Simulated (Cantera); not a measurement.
# Silicon nitride deposition: SiH₄ + NH₃ + N₂

Input: 1 mol SiH₄, 11 mol NH₃, a varied amount of N₂, held at 1427 °C and 0.00300 bar.

These are equilibrium values from Cantera (NASA tables, ideal gas, pure condensed phases), not measurements of a reactor. Candidate condensed phases: Si, Si₃N₄; 18 gas species. The numbers say what is thermodynamically allowed, not how fast it happens.

From 4.4 mol N₂ to 13 mol N₂ the condensed part is Si(l). From 16 mol N₂ to 24 mol N₂ the condensed part is Si₃N₄(s). The main Si-bearing gas is Si throughout.

| n(N₂) (mol) | x H₂ | x N₂ | x H | x Si | x SiH | n Si(l) | n Si₃N₄(s) |
|---|---|---|---|---|---|---|---|
| 4.4 | 0.649 | 0.348 | 0.00217 | 0.000226 | 1.54e-5 | 0.992 | 0 |
| 6.6 | 0.603 | 0.395 | 0.00209 | 0.000226 | 1.49e-5 | 0.992 | 0 |
| 8.8 | 0.562 | 0.435 | 0.00202 | 0.000226 | 1.44e-5 | 0.991 | 0 |
| 11 | 0.527 | 0.471 | 0.00195 | 0.000226 | 1.39e-5 | 0.990 | 0 |
| 13 | 0.498 | 0.499 | 0.00190 | 0.000226 | 1.35e-5 | 0.990 | 0 |
| 16 | 0.469 | 0.529 | 0.00184 | 0.000224 | 1.30e-5 | 0 | 0.330 |
| 18 | 0.446 | 0.552 | 0.00180 | 0.000217 | 1.23e-5 | 0 | 0.330 |
| 20 | 0.425 | 0.573 | 0.00175 | 0.000212 | 1.17e-5 | 0 | 0.330 |
| 22 | 0.407 | 0.591 | 0.00172 | 0.000208 | 1.12e-5 | 0 | 0.330 |
| 24 | 0.390 | 0.609 | 0.00168 | 0.000204 | 1.08e-5 | 0 | 0.329 |
x: gas mole fraction; n: condensed amount in mol.
